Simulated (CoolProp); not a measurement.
Properties of dimethyl carbonate along the isotherm 600 K (Tc = 557.0 K, pc = 49.09 bar, ω = 0.346).

Computed with CoolProp (reference Helmholtz-energy equation of state, Zhou 2011).

```json
[
 {"p (bar)": "18.9", "phase": "gas", "cp (kJ/(kg K))": "1.943", "isothermal compressibility (1/MPa)": "0.5990", "expansivity (1/kK)": "2.454", "fugacity coefficient": "0.8986"},
 {"p (bar)": "37.8", "phase": "gas", "cp (kJ/(kg K))": "2.129", "isothermal compressibility (1/MPa)": "0.3631", "expansivity (1/kK)": "4.130", "fugacity coefficient": "0.8015"},
 {"p (bar)": "56.6", "phase": "supercritical", "cp (kJ/(kg K))": "2.677", "isothermal compressibility (1/MPa)": "0.3301", "expansivity (1/kK)": "8.720", "fugacity coefficient": "0.7073"},
 {"p (bar)": "75.5", "phase": "supercritical", "cp (kJ/(kg K))": "3.973", "isothermal compressibility (1/MPa)": "0.2921", "expansivity (1/kK)": "17.73", "fugacity coefficient": "0.6160"},
 {"p (bar)": "94.4", "phase": "supercritical", "cp (kJ/(kg K))": "3.584", "isothermal compressibility (1/MPa)": "0.1090", "expansivity (1/kK)": "11.73", "fugacity coefficient": "0.5385"},
 {"p (bar)": "113", "phase": "supercritical", "cp (kJ/(kg K))": "3.159", "isothermal compressibility (1/MPa)": "0.05313", "expansivity (1/kK)": "7.641", "fugacity coefficient": "0.4821"},
 {"p (bar)": "132", "phase": "supercritical", "cp (kJ/(kg K))": "2.934", "isothermal compressibility (1/MPa)": "0.03311", "expansivity (1/kK)": "5.719", "fugacity coefficient": "0.4398"},
 {"p (bar)": "151", "phase": "supercritical", "cp (kJ/(kg K))": "2.794", "isothermal compressibility (1/MPa)": "0.02356", "expansivity (1/kK)": "4.628", "fugacity coefficient": "0.4081"},
 {"p (bar)": "170", "phase": "supercritical", "cp (kJ/(kg K))": "2.699", "isothermal compressibility (1/MPa)": "0.01811", "expansivity (1/kK)": "3.925", "fugacity coefficient": "0.3837"},
 {"p (bar)": "189", "phase": "supercritical", "cp (kJ/(kg K))": "2.629", "isothermal compressibility (1/MPa)": "0.01465", "expansivity (1/kK)": "3.435", "fugacity coefficient": "0.3647"},
 {"p (bar)": "208", "phase": "supercritical", "cp (kJ/(kg K))": "2.575", "isothermal compressibility (1/MPa)": "0.01227", "expansivity (1/kK)": "3.072", "fugacity coefficient": "0.3496"},
 {"p (bar)": "227", "phase": "supercritical", "cp (kJ/(kg K))": "2.533", "isothermal compressibility (1/MPa)": "0.01055", "expansivity (1/kK)": "2.793", "fugacity coefficient": "0.3376"},
 {"p (bar)": "245", "phase": "supercritical", "cp (kJ/(kg K))": "2.500", "isothermal compressibility (1/MPa)": "0.009302", "expansivity (1/kK)": "2.582", "fugacity coefficient": "0.3283"}
]
```

The peak of cp marks the crossing from liquid-like to gas-like fluid above the critical point.
